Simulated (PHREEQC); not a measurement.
Solution (25 °C): 0.035 mol/kgw HF, 0.00035 mol/kgw (CH3)4NF and 0.00078 mol/kgw H2SO4. Closed to the air; pH follows from the charge balance.

Computed with PHREEQC (ion-association model, phreeqc.dat).

Each row changes one thing in this solution. This is a speciation only: nothing precipitates in the calculation.

```
case                                        pH  ionic strength (mol/kgw)  HF (mol/kgw)  F- (mol/kgw)  HF2- (mol/kgw)
----------------------------------------  ----  ------------------------  ------------  ------------  --------------
as made                                   2.28                   0.00657        0.0302       0.00419        0.000486
H2SO4 left out                            2.34                   0.00523        0.0296       0.00470        0.000533
H2SO4 from 0.00078 to 0.000858 mol/kgw    2.27                   0.00671        0.0302       0.00415        0.000481
HF replaced by HBF4 at the same molality  1.53                    0.0345       0.00988      0.000270         1.02e-5
diluted 10-fold with water                2.89                   0.00146       0.00229       0.00123         1.08e-5
```

Species that the database lacks are ignored. (CH3)4N+ isn't in the database: it is added as a free cation with an ion size of 4 Å. Real BF4- forms and hydrolyses slowly; the run takes it at equilibrium.
